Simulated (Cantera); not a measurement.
A closed system holds: 1 mol Si, a varied amount of H2, 0.59 mol HCl, held at 900 °C and 0.670 bar.

These are equilibrium values from Cantera (NASA tables, ideal gas, pure condensed phases), not measurements of a reactor. Candidate condensed phases: Si; 19 gas species. The tables' values for SiCl3 are old estimates; treat these amounts as uncertain. Rates play no part.

x: gas mole fraction; n: condensed amount in mol.

| n(H2) (mol) | x H2 | x SiCl4 | x HCl | x SiHCl3 | x SiCl3 | x SiCl2 | n Si(s) |
|---|---|---|---|---|---|---|---|
| 1 | 0.857 | 0.0615 | 0.0381 | 0.0322 | 0.00490 | (withheld) | 0.848 |
| 1.6 | 0.893 | 0.0401 | 0.0350 | 0.0239 | 0.00356 | (withheld) | 0.851 |
| 2.1 | 0.910 | 0.0305 | 0.0329 | 0.0196 | 0.00290 | (withheld) | 0.854 |
| 2.7 | 0.923 | 0.0232 | 0.0310 | 0.0161 | 0.00236 | (withheld) | 0.856 |
| 3.3 | 0.933 | 0.0184 | 0.0294 | 0.0136 | 0.00199 | (withheld) | 0.859 |
| 3.8 | 0.939 | 0.0156 | 0.0283 | 0.0121 | 0.00175 | (withheld) | 0.861 |
| 4.4 | 0.945 | 0.0130 | 0.0271 | 0.0106 | 0.00153 | 0.00177 | 0.864 |
| 4.9 | 0.949 | 0.0114 | 0.0263 | 0.00955 | 0.00138 | 0.00166 | 0.866 |
| 5.5 | 0.953 | 0.00977 | 0.0254 | 0.00855 | 0.00123 | 0.00154 | 0.868 |
| 6 | 0.955 | 0.00870 | 0.0247 | 0.00785 | 0.00113 | 0.00145 | 0.870 |
| 6.6 | 0.958 | 0.00764 | 0.0239 | 0.00713 | 0.00103 | 0.00136 | 0.872 |
| 7.2 | 0.960 | 0.00676 | 0.0232 | 0.00652 | 0.000937 | 0.00128 | 0.875 |
| 7.7 | 0.962 | 0.00615 | 0.0227 | 0.00607 | 0.000872 | 0.00122 | 0.876 |

Question: Complete the blanks.

Answer: 
- 1, x SiCl2: 0.00385
- 1.6, x SiCl2: 0.00311
- 2.1, x SiCl2: 0.00271
- 2.7, x SiCl2: 0.00237
- 3.3, x SiCl2: 0.00211
- 3.8, x SiCl2: 0.00194
